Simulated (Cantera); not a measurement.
NO annealing gas

An isothermal, constant-pressure homogeneous reactor starts with NO : N2 = 1 : 4.5 (molar parts), at 1875 K and 300 Torr.

Detailed kinetics in Cantera: GRI-Mech 3.0 (53 species, 325 reactions).

| t (s) | x NO | x NO2 | x N2O | x O | x O2 | x N2 |
|---|---|---|---|---|---|---|
| 1.00e-6 | 0.182 | 9.03e-12 | 5.83e-9 | 5.83e-9 | <1e-12 | 0.818 |
| 4.61e-6 | 0.182 | 1.91e-10 | 2.69e-8 | 2.67e-8 | 3.60e-12 | 0.818 |
| 2.13e-5 | 0.182 | 3.93e-9 | 1.23e-7 | 1.21e-7 | 7.49e-11 | 0.818 |
| 9.80e-5 | 0.182 | 7.43e-8 | 5.61e-7 | 5.09e-7 | 1.51e-9 | 0.818 |
| 0.000452 | 0.182 | 1.02e-6 | 2.41e-6 | 1.84e-6 | 2.90e-8 | 0.818 |
| 0.00208 | 0.182 | 7.95e-6 | 8.22e-6 | 7.29e-6 | 8.66e-7 | 0.818 |
| 0.00960 | 0.182 | 2.52e-5 | 1.40e-5 | 1.97e-5 | 3.35e-5 | 0.818 |
| 0.0443 | 0.181 | 2.75e-5 | 1.42e-5 | 2.14e-5 | 0.000273 | 0.818 |
| 0.204 | 0.179 | 3.21e-5 | 1.38e-5 | 2.49e-5 | 0.00139 | 0.820 |
| 0.941 | 0.169 | 4.62e-5 | 1.21e-5 | 3.70e-5 | 0.00653 | 0.825 |
| 4.34 | 0.127 | 6.38e-5 | 6.74e-6 | 6.61e-5 | 0.0275 | 0.846 |
| 20.0 | 0.0385 | 3.07e-5 | 7.21e-7 | 0.000103 | 0.0716 | 0.890 |
x: mole fraction; the columns are a selection and need not sum to one.

Equilibrium at this temperature and pressure: NO 0.00372, NO2 3.30e-6, N2O 1.44e-7, O 0.000114, O2 0.0890, N2 0.907 (gas phase only).
